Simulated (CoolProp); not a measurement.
Properties of methanol along the isobar 9660 kPa.

Computed with CoolProp (reference Helmholtz-energy equation of state, de Reuck 1993).

| T (°C) | phase | Joule-Thomson coefficient (K/MPa) | isothermal compressibility (1/MPa) | expansivity (1/kK) | Prandtl number | fugacity coefficient |
|---|---|---|---|---|---|---|
| 26.55 | liquid | -0.3300 | 0.001133 | 1.123 | 6.97 | 0.002192 |
| 60.55 | liquid | -0.2821 | 0.001405 | 1.211 | 5.07 | 0.01002 |
| 94.45 | liquid | ? | 0.001799 | 1.390 | 4.04 | ? |
| 128.45 | liquid | ? | 0.002455 | 1.708 | 3.39 | 0.08433 |
| 162.45 | liquid | -0.002194 | 0.003745 | 2.283 | 2.94 | 0.1785 |
| 196.35 | liquid | 0.2438 | 0.007038 | 3.521 | ? | 0.3227 |
| 230.35 | liquid | 1.064 | 0.02547 | 8.693 | 2.57 | 0.5117 |
| 264.35 | supercritical | 7.562 | 0.2638 | 19.34 | 2.34 | 0.6797 |
| 298.25 | supercritical | 6.374 | 0.1603 | 6.613 | ? | ? |
| 332.25 | supercritical | 4.877 | 0.1357 | 3.956 | 1.03 | 0.8018 |

Problem. What belongs in the gaps?

Solution. 
- 94.45, Joule-Thomson coefficient (K/MPa): -0.2187
- 94.45, fugacity coefficient: 0.03284
- 128.45, Joule-Thomson coefficient (K/MPa): -0.1326
- 196.35, Prandtl number: 2.60
- 298.25, Prandtl number: 1.28
- 298.25, fugacity coefficient: 0.7560

Viscosity comes from a separate model (Xiang 2006). Thermal conductivity comes from a separate model (Sykioti 2013).
